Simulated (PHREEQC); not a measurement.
A solution holds 4.4 mmol/kgw HF and 0.35 mmol/kgw KF, at 25 °C. Closed to the air; pH follows from the charge balance.

Equilibrium calculation in PHREEQC: ion-association model, wateq4f.dat.

Precipitation was switched off in this run.

Problem. Order these F species by the share of F that they hold, largest first: H2F2, F-, HF2-, HF.

Solution. HF (63 %), F- (35 %), H2F2 (0.99 %), HF2- (0.80 %)

The pH is 2.90 and the ionic strength 0.00168 mol/kgw. Complexes and solids missing from the database can't appear.
